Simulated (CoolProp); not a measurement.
CHF3 (R23) along the isobar 2.21 MPa: density (kg/m³) from the reference equation and from simpler models built on Tc = 299.3 K, pc = 4.832 MPa, ω = 0.263; each cubic takes its own stable root.

Model: reference Helmholtz-energy equation of state, Penoncello 2003, in CoolProp.

| T (K) | phase | reference |
|---|---|---|
| 210.4 | liquid | 1376 |
| 230.8 | liquid | 1288 |
| 251.1 | liquid | 1185 |
| 271.5 | gas | 98.30 |
| 291.8 | gas | 80.77 |
| 312.2 | gas | 70.75 |
| 332.5 | gas | 63.75 |
| 352.9 | gas | 58.36 |
| 373.2 | gas | 54.04 |
| 393.6 | gas | 50.43 |
| 413.9 | gas | 47.36 |
| 434.3 | gas | 44.69 |
| 454.6 | gas | 42.36 |
| 475 | gas | 40.28 |

### Question
How far does each simpler model (Redlich-Kwong, Peng-Robinson) lie from the reference over these 14 states: mean and median of the absolute difference, and the worst?

### Answer
- Redlich-Kwong: mean 5.2 %, median 0.9 %, worst -21.0 % at 251.1 K and 2.21 MPa
- Peng-Robinson: mean 1.4 %, median 0.6 %, worst -5.6 % at 251.1 K and 2.21 MPa
